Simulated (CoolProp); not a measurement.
Properties of sulfur hexafluoride along the isobar 105 bar.

Values from CoolProp's reference Helmholtz-energy equation of state, Guder 2009.

| T (°C) | phase | cp (kJ/(kg K)) | isothermal compressibility (1/MPa) | fugacity coefficient |
|---|---|---|---|---|
| 6.35 | liquid | 0.9509 | 0.005699 | 0.1615 |
| 20.75 | liquid | 0.9929 | 0.007826 | 0.2145 |
| 35.05 | liquid | 1.040 | 0.01115 | 0.2732 |
| 49.45 | supercritical | 1.096 | 0.01667 | 0.3366 |
| 63.75 | supercritical | 1.160 | 0.02602 | 0.4016 |
| 78.15 | supercritical | 1.227 | 0.04171 | 0.4666 |
| 92.45 | supercritical | 1.269 | 0.06369 | 0.5280 |
| 106.85 | supercritical | 1.257 | 0.08547 | 0.5846 |
| 121.15 | supercritical | 1.203 | 0.09893 | 0.6347 |
| 135.45 | supercritical | 1.142 | 0.1043 | 0.6789 |
| 149.85 | supercritical | 1.093 | 0.1053 | 0.7181 |
| 164.15 | supercritical | 1.058 | 0.1045 | 0.7524 |
| 178.55 | supercritical | 1.034 | 0.1031 | 0.7830 |
| 192.85 | supercritical | 1.018 | 0.1017 | 0.8100 |
| 207.25 | supercritical | 1.007 | 0.1002 | 0.8342 |
| 221.55 | supercritical | 0.9994 | 0.09893 | 0.8557 |
